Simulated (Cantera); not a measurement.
Charge: 1 mol PbO, 1.8 mol CO, 0.85 mol N2, equilibrated at 552 °C and 0.0290 bar.

Equilibrium computed with Cantera from the NASA thermochemical tables; the gas is ideal and each condensed phase is pure. Candidate condensed phases: C, Pb, PbO, PbO2, Pb3O4; 27 gas species. Rates play no part.

Base state: CO2 0.377, N2 0.321, CO 0.302 (mole fractions); condensed: Pb(l).

What changes in the equilibrium state with this change: temperature from 552 °C to 1052 °C?


```csv
species,before,after
CO2,0.377,0.330
N2,0.321,0.281
CO,0.302,0.264
Pb,4.95e-6,0.124
PbO,<1e-9,2.99e-5
Pb2,<1e-9,1.46e-5
"Pb(l), mol",1.000,0.624
```

What changes in the equilibrium state with this change: temperature from 552 °C to 950 °C?


```csv
species,before,after
CO2,0.377,0.366
N2,0.321,0.311
CO,0.302,0.292
Pb,4.95e-6,0.0313
"Pb(l), mol",1.000,0.914
```
